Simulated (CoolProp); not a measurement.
Vapour pressure (bar) of R13: the reference equation beside estimates from Tc = 29.9 °C, pc = 39.73 bar, ω = 0.175. Clausius-Clapeyron is anchored at -42.85 °C with a constant enthalpy of vaporisation of 13.34 kJ/mol.

Values from CoolProp's reference Helmholtz-energy equation of state, Platzer 1990. This equation is an older, rougher fit; its heat capacities, sound speeds and derivatives of the liquid may be far off and weren't checked against measurements.

```json
[
 {"T (°C)": "-76.05", "reference": "1.338", "Lee-Kesler": "1.313", "Clausius-Clapeyron": "1.686", "van der Waals": "5.415", "Redlich-Kwong": "1.809", "Soave-Redlich-Kwong": "1.314", "Peng-Robinson": "1.323"},
 {"T (°C)": "-67.75", "reference": "1.992", "Lee-Kesler": "1.966", "Clausius-Clapeyron": "2.343", "van der Waals": "6.742", "Redlich-Kwong": "2.630", "Soave-Redlich-Kwong": "1.966", "Peng-Robinson": "1.968"},
 {"T (°C)": "-59.45", "reference": "2.867", "Lee-Kesler": "2.842", "Clausius-Clapeyron": "3.174", "van der Waals": "8.268", "Redlich-Kwong": "3.695", "Soave-Redlich-Kwong": "2.841", "Peng-Robinson": "2.832"},
 {"T (°C)": "-51.15", "reference": "4.005", "Lee-Kesler": "3.983", "Clausius-Clapeyron": "4.202", "van der Waals": "10.00", "Redlich-Kwong": "5.041", "Soave-Redlich-Kwong": "3.985", "Peng-Robinson": "3.958"},
 {"T (°C)": "-42.85", "reference": "5.452", "Lee-Kesler": "5.433", "Clausius-Clapeyron": "5.452", "van der Waals": "11.96", "Redlich-Kwong": "6.702", "Soave-Redlich-Kwong": "5.445", "Peng-Robinson": "5.395"},
 {"T (°C)": "-34.55", "reference": "7.255", "Lee-Kesler": "7.236", "Clausius-Clapeyron": "6.947", "van der Waals": "14.14", "Redlich-Kwong": "8.713", "Soave-Redlich-Kwong": "7.269", "Peng-Robinson": "7.191"},
 {"T (°C)": "-26.15", "reference": "9.491", "Lee-Kesler": "9.472", "Clausius-Clapeyron": "8.732", "van der Waals": "16.59", "Redlich-Kwong": "11.14", "Soave-Redlich-Kwong": "9.539", "Peng-Robinson": "9.428"},
 {"T (°C)": "-17.85", "reference": "12.16", "Lee-Kesler": "12.14", "Clausius-Clapeyron": "10.79", "van der Waals": "19.26", "Redlich-Kwong": "13.96", "Soave-Redlich-Kwong": "12.25", "Peng-Robinson": "12.11"},
 {"T (°C)": "-9.55", "reference": "15.34", "Lee-Kesler": "15.31", "Clausius-Clapeyron": "13.14", "van der Waals": "22.18", "Redlich-Kwong": "17.22", "Soave-Redlich-Kwong": "15.49", "Peng-Robinson": "15.32"},
 {"T (°C)": "-1.25", "reference": "19.09", "Lee-Kesler": "19.06", "Clausius-Clapeyron": "15.83", "van der Waals": "25.37", "Redlich-Kwong": "20.96", "Soave-Redlich-Kwong": "19.30", "Peng-Robinson": "19.11"},
 {"T (°C)": "7.05", "reference": "23.48", "Lee-Kesler": "23.45", "Clausius-Clapeyron": "18.85", "van der Waals": "28.82", "Redlich-Kwong": "25.21", "Soave-Redlich-Kwong": "23.75", "Peng-Robinson": "23.55"},
 {"T (°C)": "15.35", "reference": "28.60", "Lee-Kesler": "28.59", "Clausius-Clapeyron": "22.23", "van der Waals": "32.54", "Redlich-Kwong": "29.99", "Soave-Redlich-Kwong": "28.89", "Peng-Robinson": "28.72"},
 {"T (°C)": "23.65", "reference": "34.55", "Lee-Kesler": "34.57", "Clausius-Clapeyron": "25.97", "van der Waals": "36.53", "Redlich-Kwong": "35.33", "Soave-Redlich-Kwong": "34.77", "Peng-Robinson": "34.68"}
]
```

Absolute difference from the reference over all 13 rows, mean and median: Lee-Kesler 0.5 and 0.2 %, Clausius-Clapeyron 13.9 and 14.3 %, van der Waals 103.7 and 74.8 %, Redlich-Kwong 18.0 and 17.4 %, Soave-Redlich-Kwong 0.8 and 0.9 %, Peng-Robinson 0.7 and 0.7 %.
